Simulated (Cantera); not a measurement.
A Cantera script and what it prints.

```python
import numpy as np
import cantera as ct

gas_names = """
    C CH CH2 CH3 CH2OH CH3O CH4 CH3OH CO CO2 COOH C2 C2H CHCO,ketyl C2H2,acetylene C2H2,vinylidene
    CH2CO,ketene C2H3,vinyl CH3CO,acetyl C2H4 C2H4O,ethylen CH3CHO,ethanal CH3COOH (HCOOH)2 C2H5 C2H6
    CH3OCH3 C2H5OH C2O C3 C3H3,propargyl C3H4,allene C3H4,propyne C3H4,cyclo- C3H5,allyl C3H6,propylene
    C3H6,cyclo- C3H6O C3H7,n-propyl C3H7,i-propyl C3H8 C3H8O,1propanol C3H8O,2propanol C3O2 C4 C4H2
    C4H4,1,3-cyclo- C4H6,butadiene C4H6,2-butyne C4H6,cyclo- C4H8,1-butene C4H8,cis2-buten
    C4H8,tr2-butene C4H8,isobutene C4H8,cyclo- (CH3COOH)2 C4H9,n-butyl C4H9,i-butyl C4H9,s-butyl
    C4H9,t-butyl C4H10,isobutane C4H10,n-butane C5 C5H6,1,3cyclo- C5H8,cyclo- C5H10,1-pentene
    C5H10,cyclo- C5H11,pentyl C5H11,t-pentyl C5H12,n-pentane C5H12,i-pentane CH3C(CH3)2CH3 C6H2
    C6H5,phenyl C6H5O,phenoxy C6H6 C6H5OH,phenol C6H10,cyclo- C6H12,1-hexene C6H12,cyclo- C6H13,n-hexyl
    C7H7,benzyl C7H8 C7H8O,cresol C7H14,1-heptene C7H15,n-heptyl C7H16,n-heptane C8H8,styrene
    C8H10,ethylbenz C8H16,1-octene C8H17,n-octyl C8H18,isooctane C8H18,n-octane C9H19,n-nonyl
    C10H8,naphthale C10H21,n-decyl C12H9,o-bipheny C12H10,bipheny H HCO HO2 H2 HCHO,formaldehy HCOOH H2O
    H2O2 O OH O2 O3
""".split()
cond_names = """
    C(gr) C6H6(L) C7H8(L) C8H18(L),n-octa H2O(s) H2O(L)
""".split()


def load(file, names, dense=False):
    # The tables refer to 1 bar. Condensed volumes are neglected.
    table = {s.name: s for s in ct.Species.list_from_file(file)}
    out = []
    for n in names:
        d = dict(table[n].input_data)
        d["thermo"] = dict(d["thermo"], **{"reference-pressure": 1e5})
        if dense:
            d["equation-of-state"] = {"model": "constant-volume", "density": "1e6 g/cm^3"}
        out.append(ct.Species.from_dict(d))
    return out


gas = ct.Solution(thermo="ideal-gas", species=load("nasa_gas.yaml", gas_names))
cond = {s.name: ct.Solution(thermo="fixed-stoichiometry", species=[s], name=s.name)
        for s in load("nasa_condensed.yaml", cond_names, dense=True)}
atoms = {
    'C3H8': {'C': 3, 'H': 8},
    'CO2': {'C': 1, 'O': 2},
}
top_T = {'C(gr)': 4500}  # K; cautious upper limits of use, not melting points


def equilibrate(T, P, feed):
    n = {}
    for name, mol in feed.items():
        for a, k in atoms[name].items():
            n[a] = n.get(a, 0.0) + k * mol
    gas.TPX = T, P, n
    mass = sum(n.values()) * gas.mean_molecular_weight
    gas.equilibrate("TP")
    valid = [c for c in cond.values() if c.min_temp <= T <= top_T.get(c.name, c.max_temp)]
    mix = ct.Mixture([(gas, mass / gas.mean_molecular_weight)] + [(c, 0.0) for c in valid])
    mix.T, mix.P = T, P
    mix.equilibrate("TP", solver="vcs", rtol=1e-11, max_steps=5000)
    return mix


results = []
feed = {'C3H8': 1, 'CO2': 0.22}  # mol
P = 870  # Pa
for T in [2023, 2123, 2223, 2323, 2423, 2523, 2623, 2723, 2823, 2923, 3023]:
    mix = equilibrate(T, P, feed)
    results.append((T, P, feed, dict(zip(mix.species_names, mix.species_moles))))
    x = sorted(zip(gas.X, gas.species_names), reverse=True)
    print(f"T = {T:g} K  P = {P:g} Pa  gas = {mix.phase_moles(0):.4g} mol")
    print("   x: " + "  ".join(f"{s} {v:.3e}" for v, s in x if v > 0.001))
    print("   condensed (mol): " + ("  ".join(f"{mix.phase(i).name} {mix.phase_moles(i):.4g}"
          for i in range(1, mix.n_phases) if mix.phase_moles(i) > 1e-12) or "none"))
```

Result:

```
T = 2023 K  P = 870 Pa  gas = 4.483 mol
   x: H2 8.819e-01  CO 9.815e-02  H 1.912e-02
   condensed (mol): C(gr) 2.773
T = 2123 K  P = 870 Pa  gas = 4.521 mol
   x: H2 8.655e-01  CO 9.733e-02  H 3.578e-02  C2H2,acetylene 1.433e-03
   condensed (mol): C(gr) 2.767
T = 2223 K  P = 870 Pa  gas = 4.584 mol
   x: H2 8.387e-01  CO 9.598e-02  H 6.290e-02  C2H2,acetylene 2.434e-03
   condensed (mol): C(gr) 2.758
T = 2323 K  P = 870 Pa  gas = 4.684 mol
   x: H2 7.979e-01  H 1.043e-01  CO 9.393e-02  C2H2,acetylene 3.863e-03
   condensed (mol): C(gr) 2.743
T = 2423 K  P = 870 Pa  gas = 4.836 mol
   x: H2 7.397e-01  H 1.635e-01  CO 9.099e-02  C2H2,acetylene 5.724e-03
   condensed (mol): C(gr) 2.723
T = 2523 K  P = 870 Pa  gas = 5.054 mol
   x: H2 6.622e-01  H 2.425e-01  CO 8.706e-02  C2H2,acetylene 7.885e-03
   condensed (mol): C(gr) 2.696
T = 2623 K  P = 870 Pa  gas = 5.354 mol
   x: H2 5.667e-01  H 3.399e-01  CO 8.218e-02  C2H2,acetylene 1.004e-02
   condensed (mol): C(gr) 2.658
T = 2723 K  P = 870 Pa  gas = 5.746 mol
   x: H2 4.587e-01  H 4.497e-01  CO 7.657e-02  C2H2,acetylene 1.174e-02  C3 1.369e-03  C2H 1.273e-03
   condensed (mol): C(gr) 2.6
T = 2823 K  P = 870 Pa  gas = 6.234 mol
   x: H 5.603e-01  H2 3.474e-01  CO 7.058e-02  C2H2,acetylene 1.251e-02  C3 4.805e-03  C2H 2.644e-03
   condensed (mol): C(gr) 2.482
T = 2923 K  P = 870 Pa  gas = 6.831 mol
   x: H 6.550e-01  H2 2.432e-01  CO 6.441e-02  C3 1.543e-02  C2H2,acetylene 1.203e-02  C2H 4.969e-03  C 2.746e-03  C2 1.544e-03
   condensed (mol): C(gr) 2.175
T = 3023 K  P = 870 Pa  gas = 7.636 mol
   x: H 7.112e-01  H2 1.534e-01  CO 5.762e-02  C3 4.573e-02  C2H2,acetylene 1.020e-02  C2H 8.394e-03  C 7.239e-03  C2 4.667e-03
   condensed (mol): C(gr) 1.272
```

These are equilibrium values from Cantera (NASA tables, ideal gas, pure condensed phases), not measurements of a reactor.
